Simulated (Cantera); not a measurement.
**Low-pressure radical oxidation in H2/O2**

An isothermal, constant-pressure homogeneous reactor starts with 6.80 % H₂, 93.2 % O₂, equivalence ratio 0.036, at 1100 K and 0.825 Torr.

Model: the H2/O2 subset of GRI-Mech 3.0, which has no nitrogen chemistry, integrated in Cantera. Radical loss at walls, strong at low pressure, is not modelled. The temperature is held fixed by assumption; the heat of reaction is taken as removed at once.

```csv
t (s),x H₂,x O₂,x OH,x HO₂,x H
2.00e-5,0.0680,0.932,<1e-12,1.22e-11,1.20e-11
5.64e-5,0.0680,0.932,1.04e-12,3.43e-11,3.33e-11
0.000159,0.0680,0.932,7.65e-12,9.67e-11,8.93e-11
0.000448,0.0680,0.932,5.07e-11,2.73e-10,2.27e-10
0.00126,0.0680,0.932,2.82e-10,7.69e-10,5.86e-10
0.00356,0.0680,0.932,1.74e-9,2.17e-9,2.40e-9
0.0100,0.0680,0.932,4.59e-8,6.16e-9,5.72e-8
0.0283,0.0670,0.931,0.000248,2.12e-7,0.000316
0.0797,0.00149,0.883,0.00316,4.89e-7,0.0165
0.225,0.00132,0.885,0.00298,4.83e-7,0.0150
0.634,0.00117,0.891,0.00282,4.80e-7,0.0122
1.79,0.000836,0.904,0.00240,4.58e-7,0.00694
5.03,0.000348,0.920,0.00156,3.71e-7,0.00176
14.2,6.98e-5,0.927,0.000700,1.96e-7,0.000155
40.0,9.86e-6,0.929,0.000264,6.07e-8,8.22e-6
```
x: mole fraction; the columns are a selection and need not sum to one.

Equilibrium at this temperature and pressure: H₂ 2.92e-9, O₂ 0.930, OH 4.56e-6, HO₂ 1.86e-9, H 4.24e-11 (gas phase only).
